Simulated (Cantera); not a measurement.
A closed system holds: 1 mol Ta₂O₅, 2.7 mol CH₄, 0.43 mol H₂, 0.87 mol C, at 0.00220 bar.

Equilibrium computed with Cantera from the NASA thermochemical tables; the gas is ideal and each condensed phase is pure. Candidate condensed phases: C, C₆H₆, C₇H₈, C₈H₁₈, H₂O, Ta, TaC, Ta₂O₅; 113 gas species. Mutual solubility and eutectic melting of coexisting phases are not modelled. TaC: taken at fixed stoichiometry. Condensed phases not in the tables: Ta₂C. The numbers say what is thermodynamically allowed, not how fast it happens. All values below are at 1773 K.

Base state: H₂ 0.691, CO 0.303, H 0.00504, H₂O 0.000648, CO₂ 7.66e-5 (mole fractions); condensed: TaC(s) + Ta₂O₅(s).

**Question.** What changes in the equilibrium state with this change: Ta₂O₅ replaced by PbO?

**Answer.** 
```
species             before     after
----------------  --------  --------
H₂                   0.691     0.740
CO                   0.303     0.127
Pb                       0     0.127
C₂H₂ (acetylene)     <1e-9  0.000104
CO₂                7.66e-5   3.14e-9
H₂O               0.000648   6.77e-8
H                  0.00504   0.00522
TaC(s), mol           1.02         0
Ta₂O₅(s), mol        0.489         0
C(graphite), mol         0      2.57
```
Further candidate phases: Pb, PbO, PbO₂, Pb₃O₄.
